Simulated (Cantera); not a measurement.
A Cantera script and its output.

```python
import numpy as np
import cantera as ct

gas = ct.Solution("h2o2.yaml")
gas.TPX = 1075, 2100, {'H2': 0.16, 'O2': 1}
reactor = ct.IdealGasConstPressureReactor(gas, energy="off", clone=False)
net = ct.ReactorNet([reactor])
net.rtol, net.atol = 1e-08, 1e-18
show = ['H2', 'O2', 'O', 'H2O2', 'HO2', 'OH']
times = np.geomspace(0.0007, 3, 12)

steps = ct.SolutionArray(gas, extra=["t"])
rows = []
print(f"{'t/s':>10s}{'T/K':>9s}{'P/Pa':>11s}" + "".join(f"{s:>11s}" for s in show))
for t in times:
    while net.time < t:
        t_next = net.step()
        steps.append(gas.state, t=t_next)
    rows.append([np.interp(t, steps.t, y) for y in (steps.T, steps.P, *steps(*show).X.T)])
    print(f"{t:10.3e}{rows[-1][0]:9.1f}{rows[-1][1]:11.4g}" + "".join(f"{x:11.3e}" for x in rows[-1][2:]))
rate = np.gradient(steps.T, steps.t)
print("integrator steps:", len(steps.t))
if steps.T.max() > steps.T[0] + 200:
    print(f"time of steepest temperature rise: {steps.t[rate.argmax()]:.4e} s")
gas.TPX = 1075, 2100, {'H2': 0.16, 'O2': 1}
gas.equilibrate("TP")
print(f"equilibrium (TP): T = {gas.T:.1f} K  " + "  ".join(f"{s} {gas[s].X[0]:.3e}" for s in show))
```

Result:

```
       t/s      T/K       P/Pa         H2         O2          O       H2O2        HO2         OH
 7.000e-04   1075.0       2100  1.379e-01  8.621e-01  1.282e-06  2.819e-11  3.601e-08  6.343e-07
 1.497e-03   1075.0       2100  1.126e-01  8.477e-01  7.392e-03  2.316e-07  8.852e-06  3.274e-03
 3.202e-03   1075.0       2100  4.806e-03  8.047e-01  3.637e-02  3.966e-07  1.596e-05  4.752e-03
 6.849e-03   1075.0       2100  2.095e-03  8.327e-01  1.592e-02  4.737e-07  1.538e-05  3.058e-03
 1.465e-02   1075.0       2100  5.362e-04  8.471e-01  4.036e-03  4.693e-07  1.086e-05  1.452e-03
 3.133e-02   1075.0       2100  1.039e-04  8.508e-01  7.830e-04  3.465e-07  5.122e-06  6.218e-04
 6.702e-02   1075.0       2100  2.038e-05  8.516e-01  1.599e-04  2.000e-07  1.791e-06  2.814e-04
 1.433e-01   1075.0       2100  4.635e-06  8.518e-01  3.911e-05  1.028e-07  5.735e-07  1.399e-04
 3.066e-01   1075.0       2100  1.264e-06  8.518e-01  1.152e-05  5.114e-08  1.933e-07  7.610e-05
 6.558e-01   1075.0       2100  4.046e-07  8.518e-01  3.920e-06  2.531e-08  7.107e-08  4.439e-05
 1.403e+00   1075.0       2100  1.458e-07  8.518e-01  1.476e-06  1.247e-08  2.825e-08  2.722e-05
 3.000e+00   1075.0       2100  5.706e-08  8.518e-01  5.952e-07  6.103e-09  1.207e-08  1.727e-05
integrator steps: 1842
equilibrium (TP): T = 1075.0 K  H2 7.813e-10  O2 8.519e-01  O 8.408e-09  H2O2 1.365e-10  HO2 3.765e-09  OH 2.047e-06
```

Model: the H2/O2 subset of GRI-Mech 3.0, which has no nitrogen chemistry, integrated in Cantera. Radical loss at walls, strong at low pressure, is not modelled. The temperature is held fixed by assumption; the heat of reaction is taken as removed at once.
